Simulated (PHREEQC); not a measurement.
A PHREEQC input (ion-association model, wateq4f.dat):

```
SOLUTION 1
  temp 25
  units mg/L
  pH 8.55
  pe -1.3
  Na 12.2
  K 5.77
  Ca 4.98
  Mg 5.55
  Cl 10.7
  S(6) 27.6 as SO4
  Alkalinity 32.2
  Zn 0.0927
  Mn(2) 1.51
  B 0.00256
  Ba 2.75
END
USE solution 1
EQUILIBRIUM_PHASES 1
  Quartz 0 0.5
  CO2(g) -2.5 10
END
```

The run finishes without an error or a warning.

Its last state differs from that of the intended input:

```json
[
 {"quantity": "pH", "as run": "7.10", "intended": "7.02"},
 {"quantity": "ionic strength (mol/kgw)", "as run": "0.00212", "intended": "0.00206"},
 {"quantity": "HCO3- (mol/kgw)", "as run": "0.000637", "intended": "0.000523"},
 {"quantity": "MgHCO3+ (mol/kgw)", "as run": "1.33e-6", "intended": "1.10e-6"},
 {"quantity": "MnHCO3+ (mol/kgw)", "as run": "1.16e-6", "intended": "9.69e-7"},
 {"quantity": "CaHCO3+ (mol/kgw)", "as run": "7.92e-7", "intended": "6.52e-7"},
 {"quantity": "SI of Rhodochrosite (MnCO3)", "as run": "-0.00", "intended": "-0.17"}
]
```

Problem. One thing in the input isn't as intended. What explains the difference?

Solution. Several could match; the one computed here: The fault: 'as HCO3' left off the alkalinity, which is then read as CaCO3.
